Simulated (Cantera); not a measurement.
Cantera with NASA thermochemical tables; ideal gases at 1 bar, condensed phases pure. Values are per mole of reaction as written; species without (g) are pure solids or liquids, kept so even where they would boil at 1 bar.

S2(g) + 2 SiF4(g) = 2 SF4(g) + 2 Si

```tsv
T (K)	ΔH° (kJ)	ΔS° (J/K)	ΔG° (kJ)	log10 K
2648	1716.6	-57.6	1869.1	-36.87
2698	1717.3	-57.3	1872.0	-36.24
2748	[?]	[?]	[?]	[?]
2798	[?]	[?]	[?]	[?]
2848	1719.3	-56.6	1880.5	-34.49
2898	1720.0	-56.4	1883.3	-33.95
2948	1720.7	-56.1	1886.1	-33.42
2998	1721.3	-55.9	1888.9	-32.91
```

Q: What belongs in the gaps?

A: 
- 2748, ΔH° (kJ): 1718.0
- 2748, ΔS° (J/K): -57.1
- 2748, ΔG° (kJ): 1874.8
- 2748, log10 K: -35.64
- 2798, ΔH° (kJ): 1718.7
- 2798, ΔS° (J/K): -56.8
- 2798, ΔG° (kJ): 1877.7
- 2798, log10 K: -35.05
